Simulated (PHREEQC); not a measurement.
**Alkaline etch or developer (model solution)**

Dissolve 0.019 mol TMAH, 0.011 mol CO2 and 0.01 mol K3PO4 per kg of water at 20 °C and 10 atm. Closed to the air; pH follows from the charge balance.

The numbers come from PHREEQC with the ion-association model, phreeqc.dat.

This is a speciation only: nothing precipitates in the calculation.

Task: Predict the pH, ionic strength.

Result: pH 11.62; ionic strength 0.0767 mol/kgw.

Task: In which forms is C present?

Result: CO3-2 97 %, HCO3- 2.9 % of the C.

(CH3)4N+ isn't in the database: it is added as a free cation with an ion size of 4 Å.
